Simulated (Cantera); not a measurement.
SiHCl3 + Cl2 + H2 (silicon epitaxy and polysilicon growth)

Feed: 1 mol SiHCl3, 0.13 mol Cl2, 140 mol H2, held at 1000 Pa.

These are equilibrium values from Cantera (NASA tables, ideal gas, pure condensed phases), not measurements of a reactor. Candidate condensed phases: Si; 19 gas species. The tables' values for SiCl3, SiCl are old estimates; treat these amounts as uncertain. Gases not in the tables: Si2H6 and higher silanes. The numbers say what is thermodynamically allowed, not how fast it happens.

From 800 K to 1625 K the condensed part is Si(s). At 1700 K the condensed part is Si(l). The main Si-bearing gas is SiCl4 at 800 K and SiCl2 at 1700 K. The share of Si in condensed phases is highest at 1250 K (83.6 %) and lowest at 800 K (18.9 %).

```json
[
 {"T (K)": "800", "log p H2": "-2.00", "log p HCl": "-4.70", "log p SiCl4": "-4.41", "log p SiHCl3": "-4.76", "n Si(s)": "0.189", "n Si(l)": "0"},
 {"T (K)": "875", "log p H2": "-2.00", "log p HCl": "-4.32", "log p SiCl4": "-4.47", "log p SiHCl3": "-4.82", "n Si(s)": "0.295", "n Si(l)": "0"},
 {"T (K)": "950", "log p H2": "-2.01", "log p HCl": "-4.02", "log p SiCl4": "-4.63", "log p SiHCl3": "-4.95", "n Si(s)": "0.465", "n Si(l)": "0"},
 {"T (K)": "1025", "log p H2": "-2.01", "log p HCl": "-3.82", "log p SiCl4": "-4.95", "log p SiHCl3": "-5.20", "n Si(s)": "0.664", "n Si(l)": "0"},
 {"T (K)": "1100", "log p H2": "-2.01", "log p HCl": "-3.72", "log p SiCl4": "-5.52", "log p SiHCl3": "-5.64", "n Si(s)": "0.796", "n Si(l)": "0"},
 {"T (K)": "1175", "log p H2": "-2.01", "log p HCl": "-3.69", "log p SiCl4": "-6.26", "log p SiHCl3": "-6.21", "n Si(s)": "0.834", "n Si(l)": "0"},
 {"T (K)": "1250", "log p H2": "-2.01", "log p HCl": "-3.69", "log p SiCl4": "-6.99", "log p SiHCl3": "-6.76", "n Si(s)": "0.836", "n Si(l)": "0"},
 {"T (K)": "1325", "log p H2": "-2.01", "log p HCl": "-3.69", "log p SiCl4": "-7.66", "log p SiHCl3": "-7.27", "n Si(s)": "0.828", "n Si(l)": "0"},
 {"T (K)": "1400", "log p H2": "-2.01", "log p HCl": "-3.69", "log p SiCl4": "-8.25", "log p SiHCl3": "-7.72", "n Si(s)": "0.819", "n Si(l)": "0"},
 {"T (K)": "1475", "log p H2": "-2.01", "log p HCl": "-3.69", "log p SiCl4": "-8.79", "log p SiHCl3": "-8.13", "n Si(s)": "0.810", "n Si(l)": "0"},
 {"T (K)": "1550", "log p H2": "-2.01", "log p HCl": "-3.70", "log p SiCl4": "-9.27", "log p SiHCl3": "-8.50", "n Si(s)": "0.801", "n Si(l)": "0"},
 {"T (K)": "1625", "log p H2": "-2.01", "log p HCl": "-3.70", "log p SiCl4": "-9.71", "log p SiHCl3": "-8.83", "n Si(s)": "0.790", "n Si(l)": "0"},
 {"T (K)": "1700", "log p H2": "-2.01", "log p HCl": "-3.70", "log p SiCl4": "-10.12", "log p SiHCl3": "-9.14", "n Si(s)": "0", "n Si(l)": "0.776"}
]
```
log p: log10 of the partial pressure in bar; n: condensed amount in mol.
